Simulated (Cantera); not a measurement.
# Pyrogenic steam for wet oxidation

An isothermal, constant-pressure homogeneous reactor starts with 32.6 % H2, 23.3 % O2, 44.2 % N2, equivalence ratio 0.70, at 1198 K and 750 Torr.

Cantera simulation using GRI-Mech 3.0 (53 species, 325 reactions); the numbers are that mechanism's predictions, not measurements. The temperature is held fixed by assumption; the heat of reaction is taken as removed at once.

| t (s) | x H2 | x O2 | x H | x H2O | x OH | x NO | x HO2 |
|---|---|---|---|---|---|---|---|
| 7.00e-6 | 0.326 | 0.233 | 2.41e-7 | 2.94e-7 | 2.24e-8 | <1e-12 | 8.06e-8 |
| 2.56e-5 | 0.320 | 0.230 | 0.00293 | 0.00458 | 0.000322 | 5.65e-10 | 0.000107 |
| 9.36e-5 | 0.00672 | 0.0859 | 0.000410 | 0.380 | 0.000921 | 4.03e-6 | 0.000117 |
| 0.000343 | 0.00160 | 0.0840 | 1.21e-5 | 0.387 | 0.000133 | 3.81e-6 | 5.03e-5 |
| 0.00125 | 0.000551 | 0.0836 | 1.13e-6 | 0.388 | 3.62e-5 | 3.25e-6 | 2.06e-5 |
| 0.00458 | 0.000137 | 0.0834 | 1.29e-7 | 0.389 | 1.60e-5 | 2.74e-6 | 5.84e-6 |
| 0.0168 | 1.02e-5 | 0.0833 | 5.89e-9 | 0.389 | 9.38e-6 | 2.99e-6 | 4.99e-7 |
| 0.0613 | 4.73e-8 | 0.0833 | 5.60e-11 | 0.389 | 6.30e-6 | 3.90e-6 | 1.80e-8 |
| 0.224 | 1.69e-8 | 0.0833 | 2.68e-11 | 0.389 | 4.89e-6 | 4.04e-6 | 1.28e-8 |
| 0.820 | 1.65e-8 | 0.0833 | 2.47e-11 | 0.389 | 4.58e-6 | 4.04e-6 | 1.29e-8 |
| 3.00 | 1.65e-8 | 0.0833 | 2.46e-11 | 0.389 | 4.58e-6 | 4.04e-6 | 1.29e-8 |
x: mole fraction; the columns are a selection and need not sum to one.

Equilibrium at this temperature and pressure: H2 1.65e-8, O2 0.0833, H 2.46e-11, H2O 0.389, OH 4.57e-6, NO 9.98e-5, HO2 1.29e-8 (gas phase only).
